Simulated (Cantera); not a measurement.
Input: 1 mol C, 16 mol H2, held at 1075 K and 4.40 bar.

Equilibrium computed with Cantera from the NASA thermochemical tables; the gas is ideal and each condensed phase is pure. Candidate condensed phases: C, C6H6, C7H8, C8H18; 76 gas species. Equilibrium is a limit: real reactors are often held back by kinetics, nucleation or transport.

Base state: H2 0.933, CH4 0.0667 (mole fractions); condensed: gas only.

**Question.** What changes in the equilibrium state with this change: temperature from 1075 K to 1400 K?

**Answer.** 
```tsv
species	before	after
H2	0.933	0.982
CH4	0.0667	0.0183
C(graphite), mol	0	0.712
```

**Question.** What changes in the equilibrium state with this change: temperature from 1075 K to 2825 K?

**Answer.** 
```
species            before     after
----------------  -------  --------
H2                  0.933     0.928
H                 6.76e-9    0.0410
C2H2 (acetylene)  1.04e-9    0.0292
CH4                0.0667  0.000336
C4H2                <1e-9  0.000383
C2H                 <1e-9  0.000170
```
